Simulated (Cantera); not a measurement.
Feed: 1 mol SiC, a varied amount of N2O, 41 mol N2, held at 2198.15 K and 0.760 Pa.

Cantera equilibrium calculation (NASA polynomials, part measured and part estimated; ideal gas, pure solids and liquids). Candidate condensed phases: C, Si, SiC, SiO2, Si2N2O, Si3N4; 34 gas species. Rates play no part.

### Question
Which condensed phases are stable at each of these points (n(N2O) (mol)): 0.28, 0.38, 0.48, 0.57, 0.67, 0.77, 0.87, 0.97, 1.1, 1.2, 1.3, 1.4, 1.5?

### Answer
```tsv
n(N2O) (mol)	condensed phases	Si condensed (%)
0.28	C(graphite)	0.0
0.38	C(graphite)	0.0
0.48	C(graphite)	0.0
0.57	C(graphite)	0.0
0.67	C(graphite)	0.0
0.77	gas only	0.0
0.87	gas only	0.0
0.97	gas only	0.0
1.1	gas only	0.0
1.2	gas only	0.0
1.3	gas only	0.0
1.4	gas only	0.0
1.5	gas only	0.0
```

From 0.28 mol N2O to 0.67 mol N2O the condensed part is C(graphite). From 0.77 mol N2O to 1.5 mol N2O nothing is condensed.
